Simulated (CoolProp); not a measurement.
n-perfluorohexane along the isobar 9.54 bar: density (kg/m³) from the reference equation and from simpler models built on Tc = 448.0 K, pc = 17.42 bar, ω = 0.497; each cubic takes its own stable root.

Model: reference Helmholtz-energy equation of state, Gao 2022, in CoolProp.

```
T (K)   phase  reference
-----  ------  ---------
220.7  liquid       1895
237.1  liquid       1849
253.5  liquid       1805
269.9  liquid       1759
286.2  liquid       1714
302.6  liquid       1667
319    liquid       1619
335.4  liquid       1568
351.7  liquid       1514
368.1  liquid       1454
384.5  liquid       1386
400.9  liquid       1306
433.6     gas      122.8
450       gas      111.1
```

Question: How far does each simpler model (van der Waals, Redlich-Kwong, Soave-Redlich-Kwong, Peng-Robinson) lie from the reference over these 14 states: mean and median of the absolute difference, and the worst?

Answer: 
- van der Waals: mean 42.1 %, median 44.2 %, worst -89.7 % at 400.9 K and 9.54 bar
- Redlich-Kwong: mean 17.7 %, median 18.6 %, worst -26.5 % at 400.9 K and 9.54 bar
- Soave-Redlich-Kwong: mean 12.5 %, median 13.5 %, worst -18.6 % at 400.9 K and 9.54 bar
- Peng-Robinson: mean 3.0 %, median 2.5 %, worst -7.7 % at 400.9 K and 9.54 bar

At some of these states van der Waals gives the other phase, because its saturation line lies elsewhere.
